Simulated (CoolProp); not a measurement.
The fluid at 532.15 K and 0.596 MPa is compressed adiabatically to 2.39 MPa with isentropic efficiency 1. The same conditions are run with several fluids, on thermodynamics alone (safety and materials aside).

Values from CoolProp's reference Helmholtz-energy equation of state of each fluid (n-nonane: Lemmon 2006; ethane: Bücker 2006; m-xylene: Zhou 2012; water: Wagner 2002; carbon dioxide: Span 1996).

Task: Rank n-nonane, ethane, m-xylene, water, carbon dioxide by work (kJ/kg), highest first.

Result: water (393), ethane (218), carbon dioxide (158), m-xylene (46.1), n-nonane (29.2)

```csv
fluid,final temperature (K),final phase,final density (kg/m³)
n-nonane,595.8,supercritical,312
ethane,610.8,gas,14.3
m-xylene,585.4,"two-phase, vapour fraction 0.952",94.7
water,730.8,gas,7.25
carbon dioxide,680.9,gas,18.6
```
